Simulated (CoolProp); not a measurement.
n-dodecane at several states: Z from the reference equation and from simpler models built on Tc = 385.0 °C, pc = 1.818 MPa, ω = 0.574; each cubic takes its own stable root.

The numbers come from the reference Helmholtz-energy equation of state, Lemmon 2004 in CoolProp. It is a short technical equation, of lower accuracy than the large ones.

```csv
T (°C),p (MPa),phase,reference
266.25,0.188,gas,0.9058
146.65,0.0126,gas,0.9846
157.75,3.04,liquid,0.2224
16.35,2.75,liquid,0.2581
```

How far does each simpler model (van der Waals, Redlich-Kwong, Soave-Redlich-Kwong, Peng-Robinson) lie from the reference over these 4 states: mean and median of the absolute difference, and the worst?


- van der Waals: mean 46.4 %, median 45.3 %, worst +93.9 % at 16.35 °C and 2.75 MPa
- Redlich-Kwong: mean 16.2 %, median 16.3 %, worst +31.4 % at 16.35 °C and 2.75 MPa
- Soave-Redlich-Kwong: mean 12.5 %, median 11.5 %, worst +26.4 % at 16.35 °C and 2.75 MPa
- Peng-Robinson: mean 5.6 %, median 4.5 %, worst +12.9 % at 16.35 °C and 2.75 MPa
